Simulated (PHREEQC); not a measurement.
Model water analysis in mg/L, 42 °C, pH 2.89, pe 10.3: Na 4800; K 1660; Ca 58.8; Mg 80; Cl 915; S(6) as SO4 4650; Zn 8.45; Cd 31.9; B 2.81.

Valence states are taken as typed.

The numbers come from PHREEQC with the ion-association model, phreeqc.dat.

| Item | Value |
|---|---|
| ionic strength | 0.211 mol/kgw |
| specific conductance | 22300 µS/cm |
| density | 1.002 g/cm³ |
| total alkalinity | -3.84 meq/kg |
| charge-balance error | 40.9 % |

```json
[
 {"species": "Na+", "molality": "0.202", "activity": "0.149", "log γ": "-0.132"},
 {"species": "K+", "molality": "0.0399", "activity": "0.0279", "log γ": "-0.155"},
 {"species": "SO4-2", "molality": "0.0316", "activity": "0.00874", "log γ": "-0.557"},
 {"species": "Cl-", "molality": "0.0260", "activity": "0.0184", "log γ": "-0.152"},
 {"species": "NaSO4-", "molality": "0.00980", "activity": "0.00722", "log γ": "-0.133"},
 {"species": "KSO4-", "molality": "0.00309", "activity": "0.00227", "log γ": "-0.133"},
 {"species": "HSO4-", "molality": "0.00220", "activity": "0.00162", "log γ": "-0.132"}
]
```

Precipitation was switched off in this run. Species that the database lacks are ignored. Away from 25 °C the constants follow the database's enthalpies or fits; those with neither stay at their 25 °C values.
